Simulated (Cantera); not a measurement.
A freely propagating, adiabatic, planar premixed flame of 5.52 % CH₄, 16.0 % O₂, 78.5 % N₂, equivalence ratio 0.69, unburnt at 423 K and 18000 Pa; mixture-averaged transport, grid criteria slope 0.08 and curve 0.16, no radiation.

Detailed kinetics in Cantera: GRI-Mech 3.0 (53 species, 325 reactions). Burning velocities carry a grid error of a few per cent, more on coarse grids.

**Question.** Predict: laminar burning velocity; thermal thickness; peak x(CH₂).

**Answer.** 
* **laminar burning velocity**: 38.0 cm/s
* **thermal thickness**: 3.00 mm
* **peak x(CH₂)**: 7.26e-6
